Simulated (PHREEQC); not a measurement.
LiOH is added in steps, without added water, to 1 kg of water holding 4.7 mmol/kgw H2SeO4 and 0.48 mmol/kgw FeCl3, at 25 °C. O2 is buffered at 0.21 atm. No CO2 enters from the air. Solids allowed: Fe(OH)3(a). Others were left out.

Base run: PHREEQC, ion-association model, wateq4f.dat. Each further column changes one thing. The table gives Fe(OH)2+ (mol/kgw).

```
LiOH added (mol)      base  diluted 2-fold with water  FeCl3 from 0.00048 to 0.00072 mol/kgw  no solid may form
----------------  --------  -------------------------  -------------------------------------  -----------------
0                  4.72e-6                    7.15e-6                                6.78e-6            4.72e-6
0.0012             5.85e-6                    1.06e-5                                8.38e-6            5.85e-6
0.0024             7.45e-6                    1.74e-5                                1.06e-5            7.45e-6
0.0036             9.80e-6                    3.51e-5                                1.39e-5            9.80e-6
0.0048             1.35e-5                    5.99e-5                                1.90e-5            1.35e-5
0.006              1.98e-5                   3.48e-12                                2.74e-5            1.98e-5
0.0072             3.20e-5                   1.15e-12                                4.31e-5            3.20e-5
0.0084             6.17e-5                   6.92e-13                                7.84e-5            6.17e-5
0.0096             9.46e-5                   4.98e-13                               0.000126           0.000177
0.0108             5.03e-6                   3.91e-13                                6.71e-5            6.30e-5
0.012             1.86e-12                   3.22e-13                               4.90e-12            1.11e-9
```

 In at least one series the solution becomes supersaturated in solids that the run did not let form, among them Fe(OH)3(a).
